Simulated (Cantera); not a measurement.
Feed: 1 mol Si(CH3)4, 1.6 mol CH4, 61 mol H2, equilibrated at 32.3 Torr.

Equilibrium computed with Cantera from the NASA thermochemical tables; the gas is ideal and each condensed phase is pure. Candidate condensed phases: C, C6H6, C7H8, C8H18, Si, SiC; 87 gas species. Gases not in the tables: Si2H6 and higher silanes. The numbers say what is thermodynamically allowed, not how fast it happens.

**Question.** Which condensed phases are stable at each of these points (T (K)): 2073, 2123, 2173, 2223, 2273, 2323, 2373, 2423, 2473, 2523?

**Answer.** 
| T (K) | condensed phases | Si condensed (%) |
|---|---|---|
| 2073 | C(graphite) + SiC(s) | 98.5 |
| 2123 | C(graphite) + SiC(s) | 96.9 |
| 2173 | C(graphite) + SiC(s) | 93.9 |
| 2223 | C(graphite) + SiC(s) | 88.1 |
| 2273 | C(graphite) + SiC(s) | 77.5 |
| 2323 | C(graphite) + SiC(s) | 58.3 |
| 2373 | C(graphite) + SiC(s) | 23.9 |
| 2423 | C(graphite) | 0.0 |
| 2473 | C(graphite) | 0.0 |
| 2523 | C(graphite) | 0.0 |

From 2073 K to 2373 K the condensed part is C(graphite) + SiC(s). From 2423 K to 2523 K the condensed part is C(graphite).
